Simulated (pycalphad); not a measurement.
All values are pycalphad results on the COST 507 light-alloy database (1999) (1 atm), not direct measurements. These are 1990s assessments: newer ones move some temperatures and phases. Amounts are mole fractions of atoms.

Q: Give the equilibrium state of Si-2.102Cu (wt.%) at 417 °C.

A: 
```
T = 690.00 K, P = 101325 Pa, N = 1 mol of atoms
G = -17236 J/mol, H = 9057 J/mol, S = 38.11 J/(mol K)  (SER reference)
chemical potentials (J/mol): Si -17103, Cu -31174
phase             fraction      x(Si)      x(Cu)
DIAMOND_A4          0.9876     1.0000       none
CU19SI6_ETA         0.0124     0.2400     0.7600
```

Q: Give the equilibrium state of Si-2.102Cu (wt.%) at 1217 °C.

A: 
```
T = 1490.00 K, P = 101325 Pa, N = 1 mol of atoms
G = -56849 J/mol, H = 31434 J/mol, S = 59.25 J/(mol K)  (SER reference)
chemical potentials (J/mol): Si -56383, Cu -105990
phase             fraction      x(Si)      x(Cu)
DIAMOND_A4          0.9692     1.0000       none
LIQUID              0.0308     0.6947     0.3053
```

Database names, with the compositions (at.%) that they take in these runs: CU19SI6_ETA: Cu 76 Si 24. DIAMOND_A4 is diamond (Si). An entry "none" or "no" means that the model of the phase leaves that element out.
